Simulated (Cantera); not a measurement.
What does this Cantera script print?

```python
import numpy as np
import cantera as ct

gas_names = [...]  # 130 gases of nasa_gas.yaml made of C, H, Mg, O, S
cond_names = """
    C(gr) C6H6(L) C7H8(L) C8H18(L),n-octa H2O(s) H2O(L) H2SO4(L) Mg(cr) Mg(L) MgCO3(s) MgO(s) MgO(L)
    MgO2H2(s) MgS(s) MgSO4(s) MgSO4(L) S(cr1) S(cr2) S(L)
""".split()


# ... load() reads the species with a 1 bar reference pressure and builds the phases ...
atoms = {
    'MgO': {'Mg': 1, 'O': 1},
    'H2S': {'H': 2, 'S': 1},
    'CO2': {'C': 1, 'O': 2},
}
top_T = {'C(gr)': 4500, 'MgS(s)': 2250}  # K; cautious upper limits of use, not melting points


# ... equilibrate(T, P, feed) seeds the gas with the atoms and calls Mixture.equilibrate('TP', solver="vcs", rtol=1e-11, max_steps=5000) ...
results = []
P = 101325  # Pa
for T in [898, 998, 1098, 1198, 1298, 1398, 1498, 1598, 1698, 1798, 1898]:
    for m in [0.077, 0.11, 0.16, 0.23, 0.33, 0.47, 0.68, 0.97, 1.4, 2, 2.9, 4.1]:
        feed = {'MgO': 1, 'H2S': m, 'CO2': 0.074}  # mol
        mix = equilibrate(T, P, feed)
        results.append((T, P, feed, dict(zip(mix.species_names, mix.species_moles))))

for T, P, feed, n in results:
    print(f"{T:7g} {feed['H2S']:10.4g}  " + (" + ".join(c for c in cond_names if n.get(c, 0) > 1e-12) or "gas only"))
```

Result:

```
    898      0.077  MgO(s)
    898       0.11  MgO(s)
    898       0.16  MgO(s)
    898       0.23  MgO(s)
    898       0.33  MgO(s)
    898       0.47  MgO(s)
    898       0.68  MgO(s)
    898       0.97  MgO(s)
    898        1.4  MgO(s)
    898          2  MgO(s) + MgS(s)
    898        2.9  MgO(s) + MgS(s)
    898        4.1  MgO(s) + MgS(s)
    998      0.077  MgO(s)
    998       0.11  MgO(s)
    998       0.16  MgO(s)
    998       0.23  MgO(s)
    998       0.33  MgO(s)
    998       0.47  MgO(s)
    998       0.68  MgO(s)
    998       0.97  MgO(s)
    998        1.4  MgO(s) + MgS(s)
    998          2  MgO(s) + MgS(s)
    998        2.9  MgO(s) + MgS(s)
    998        4.1  MgO(s) + MgS(s)
   1098      0.077  MgO(s)
   1098       0.11  MgO(s)
   1098       0.16  MgO(s)
   1098       0.23  MgO(s)
   1098       0.33  MgO(s)
   1098       0.47  MgO(s)
   1098       0.68  MgO(s)
   1098       0.97  MgO(s)
   1098        1.4  MgO(s) + MgS(s)
   1098          2  MgO(s) + MgS(s)
   1098        2.9  MgO(s) + MgS(s)
   1098        4.1  MgO(s) + MgS(s)
   1198      0.077  MgO(s)
   1198       0.11  MgO(s)
   1198       0.16  MgO(s)
   1198       0.23  MgO(s)
   1198       0.33  MgO(s)
   1198       0.47  MgO(s)
   1198       0.68  MgO(s)
   1198       0.97  MgO(s) + MgS(s)
   1198        1.4  MgO(s) + MgS(s)
   1198          2  MgO(s) + MgS(s)
   1198        2.9  MgO(s) + MgS(s)
   1198        4.1  MgO(s) + MgS(s)
   1298      0.077  MgO(s)
   1298       0.11  MgO(s)
   1298       0.16  MgO(s)
   1298       0.23  MgO(s)
   1298       0.33  MgO(s)
   1298       0.47  MgO(s)
   1298       0.68  MgO(s)
   1298       0.97  MgO(s) + MgS(s)
   1298        1.4  MgO(s) + MgS(s)
   1298          2  MgO(s) + MgS(s)
   1298        2.9  MgO(s) + MgS(s)
   1298        4.1  MgO(s) + MgS(s)
   1398      0.077  MgO(s)
   1398       0.11  MgO(s)
   1398       0.16  MgO(s)
   1398       0.23  MgO(s)
   1398       0.33  MgO(s)
   1398       0.47  MgO(s)
   1398       0.68  MgO(s)
   1398       0.97  MgO(s) + MgS(s)
   1398        1.4  MgO(s) + MgS(s)
   1398          2  MgO(s) + MgS(s)
   1398        2.9  MgO(s) + MgS(s)
   1398        4.1  MgO(s) + MgS(s)
   1498      0.077  MgO(s)
   1498       0.11  MgO(s)
   1498       0.16  MgO(s)
   1498       0.23  MgO(s)
   1498       0.33  MgO(s)
   1498       0.47  MgO(s)
   1498       0.68  MgO(s)
   1498       0.97  MgO(s) + MgS(s)
   1498        1.4  MgO(s) + MgS(s)
   1498          2  MgO(s) + MgS(s)
   1498        2.9  MgO(s) + MgS(s)
   1498        4.1  MgO(s) + MgS(s)
   1598      0.077  MgO(s)
   1598       0.11  MgO(s)
   1598       0.16  MgO(s)
   1598       0.23  MgO(s)
   1598       0.33  MgO(s)
   1598       0.47  MgO(s)
   1598       0.68  MgO(s)
   1598       0.97  MgO(s) + MgS(s)
   1598        1.4  MgO(s) + MgS(s)
   1598          2  MgO(s) + MgS(s)
   1598        2.9  MgO(s) + MgS(s)
   1598        4.1  MgO(s) + MgS(s)
   1698      0.077  MgO(s)
   1698       0.11  MgO(s)
   1698       0.16  MgO(s)
   1698       0.23  MgO(s)
   1698       0.33  MgO(s)
   1698       0.47  MgO(s)
   1698       0.68  MgO(s)
   1698       0.97  MgO(s) + MgS(s)
   1698        1.4  MgO(s) + MgS(s)
   1698          2  MgO(s) + MgS(s)
   1698        2.9  MgO(s) + MgS(s)
   1698        4.1  MgO(s) + MgS(s)
   1798      0.077  MgO(s)
   1798       0.11  MgO(s)
   1798       0.16  MgO(s)
   1798       0.23  MgO(s)
   1798       0.33  MgO(s)
   1798       0.47  MgO(s)
   1798       0.68  MgO(s)
   1798       0.97  MgO(s) + MgS(s)
   1798        1.4  MgO(s) + MgS(s)
   1798          2  MgO(s) + MgS(s)
   1798        2.9  MgO(s) + MgS(s)
   1798        4.1  MgO(s) + MgS(s)
   1898      0.077  MgO(s)
   1898       0.11  MgO(s)
   1898       0.16  MgO(s)
   1898       0.23  MgO(s)
   1898       0.33  MgO(s)
   1898       0.47  MgO(s)
   1898       0.68  MgO(s)
   1898       0.97  MgO(s)
   1898        1.4  MgO(s) + MgS(s)
   1898          2  MgO(s) + MgS(s)
   1898        2.9  MgO(s) + MgS(s)
   1898        4.1  MgO(s) + MgS(s)
```

Equilibrium computed with Cantera from the NASA thermochemical tables; the gas is ideal and each condensed phase is pure. Mutual solubility and eutectic melting of coexisting phases are not modelled.
